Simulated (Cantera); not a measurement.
A closed system holds: 1 mol SiH₄, 0.31 mol NH₃, 22 mol H₂, at 67000 Pa.

Cantera equilibrium calculation (NASA polynomials, part measured and part estimated; ideal gas, pure solids and liquids). Candidate condensed phases: Si, Si₃N₄; 18 gas species. Mutual solubility and eutectic melting of coexisting phases are not modelled. Gases not in the tables: Si₂H₆ and higher silanes. Rates play no part.

Task: Which condensed phases are stable at each of these points (T (K)): 1298, 1348, 1398, 1448, 1498, 1548, 1598, 1648, 1698, 1748, 1798, 1848?

Result: 
```json
[
 {"T (K)": "1298", "condensed phases": "Si(s) + Si₃N₄(s)", "Si condensed (%)": "100.0"},
 {"T (K)": "1348", "condensed phases": "Si(s) + Si₃N₄(s)", "Si condensed (%)": "100.0"},
 {"T (K)": "1398", "condensed phases": "Si(s) + Si₃N₄(s)", "Si condensed (%)": "100.0"},
 {"T (K)": "1448", "condensed phases": "Si(s) + Si₃N₄(s)", "Si condensed (%)": "100.0"},
 {"T (K)": "1498", "condensed phases": "Si(s) + Si₃N₄(s)", "Si condensed (%)": "100.0"},
 {"T (K)": "1548", "condensed phases": "Si(s) + Si₃N₄(s)", "Si condensed (%)": "100.0"},
 {"T (K)": "1598", "condensed phases": "Si(s) + Si₃N₄(s)", "Si condensed (%)": "100.0"},
 {"T (K)": "1648", "condensed phases": "Si(s) + Si₃N₄(s)", "Si condensed (%)": "100.0"},
 {"T (K)": "1698", "condensed phases": "Si(l) + Si₃N₄(s)", "Si condensed (%)": "100.0"},
 {"T (K)": "1748", "condensed phases": "Si(l) + Si₃N₄(s)", "Si condensed (%)": "99.9"},
 {"T (K)": "1798", "condensed phases": "Si(l)", "Si condensed (%)": "99.9"},
 {"T (K)": "1848", "condensed phases": "Si(l)", "Si condensed (%)": "99.9"}
]
```

From 1298 K to 1648 K the condensed part is Si(s) + Si₃N₄(s). From 1698 K to 1748 K the condensed part is Si(l) + Si₃N₄(s). From 1798 K to 1848 K the condensed part is Si(l).
